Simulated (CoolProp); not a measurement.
Vapour-liquid equilibrium of R134a (1) + R236FA (2) at 1280 kPa; x and y are mole fractions of (1).

Values from CoolProp's multi-fluid Helmholtz-energy mixture model, Tillner-Roth 1994 and Pan 2012; pair parameters Bell 2016.

```
x     bubble temperature (K)  y at the bubble point  dew temperature at overall composition x (K)  liquid density (mol/L)
----  ----------------------  ---------------------  --------------------------------------------  ----------------------
0.05                   352.3                  0.079                                    (withheld)                   7.577
0.2                    346.6                  0.293                                         349.2                   8.025
0.35                   341.3             (withheld)                                         345.0                   8.494
0.5                    336.4                  0.633                                         340.6                   8.987
0.65                   331.7                  0.766                                         335.8                   9.509
0.8                    327.3             (withheld)                                         330.4                   10.06
0.95                   323.3                  0.972                                         324.3                   10.65
```

Task: What belongs in the gaps?

Result: 
- 0.05, dew temperature at overall composition x (K): 353.0
- 0.35, y at the bubble point: 0.476
- 0.8, y at the bubble point: 0.878

No azeotrope shows between x = 0.05 and 0.95.

The pair parameters rest on a limited set of measurements; away from them the model extrapolates.
